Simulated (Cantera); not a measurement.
Mixture: H2 : O2 : N2 = 1 : 0.806 : 3.03 (molar parts), equivalence ratio 0.62, at 5.00 bar, adiabatic and at constant volume. Ignition delay is the time to a rise of 400 K.

Detailed kinetics in Cantera: the H2/O2 subset of GRI-Mech 3.0, which has no nitrogen chemistry. The hydrogen kinetics of GRI-Mech 3.0 are dated; newer H2 mechanisms differ, most at raised pressure. Below about 950 K walls govern HO2 and H2O2 in real vessels.

Q: What does this change do: N2 3.03 to 5 parts?

A: 
```tsv
quantity	before	after
delay at 850 K	0.915 s	1.19 s
delay at 1050 K	3.09 ms	3.89 ms
delay at 1250 K	9.39 µs	13.5 µs
delay at 1450 K	3.34 µs	4.99 µs
```

Q: What does this change do: O2 0.806 to 0.25 parts?

A: 
| quantity | before | after |
|---|---|---|
| delay at 850 K | 0.915 s | 0.879 s |
| delay at 1050 K | 3.09 ms | 3.18 ms |
| delay at 1250 K | 9.39 µs | 20.6 µs |
| delay at 1450 K | 3.34 µs | 7.59 µs |

Q: What does this change do: pressure from 5.00 bar to 1.80 bar?

A: 
```
quantity          before     after
---------------  -------  --------
delay at 850 K   0.915 s    1.72 s
delay at 1050 K  3.09 ms  0.135 ms
delay at 1250 K  9.39 µs   20.5 µs
delay at 1450 K  3.34 µs   9.70 µs
```
Where the delays flatten at high temperature, the 400 K rule measures the pace of heat release, not the induction time.
